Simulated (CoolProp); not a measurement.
Saturation properties of hydrogen chloride.

Computed with CoolProp (reference Helmholtz-energy equation of state, Thol 2018).

| T (K) | p (MPa) | enthalpy of vaporisation (kJ/kg) | liquid cp (kJ/(kg K)) |
|---|---|---|---|
| 203.8 | 0.2283 | 426.2 | 1.674 |
| 212.8 | 0.3438 | 415.1 | 1.689 |
| 221.7 | 0.4974 | 403.4 | 1.709 |
| 230.6 | 0.6984 | 390.7 | 1.735 |
| 239.5 | 0.9550 | 376.9 | 1.769 |
| 248.5 | 1.280 | 361.8 | 1.815 |
| 257.4 | 1.676 | 345.3 | 1.874 |
| 266.3 | 2.156 | 327.1 | 1.952 |
| 275.3 | 2.738 | 306.3 | 2.062 |
| 284.2 | 3.420 | 283.0 | 2.221 |
| 293.1 | 4.222 | 255.7 | 2.471 |
| 302.1 | 5.172 | 222.3 | 2.930 |

It boils at 188.2 K under 1 atm.
